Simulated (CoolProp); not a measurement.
Computed with CoolProp (reference Helmholtz-energy equation of state, Thol 2015).

### Question
For octamethylcyclotetrasiloxane (D4), give the phase and the Z, expansivity (1/kK) at 319.85 °C and 2.25 MPa; 319.85 °C and 5.24 MPa.

### Answer
- 319.85 °C and 2.25 MPa: supercritical; Z 0.269, expansivity 7.40
- 319.85 °C and 5.24 MPa: supercritical; Z 0.532, expansivity 2.74
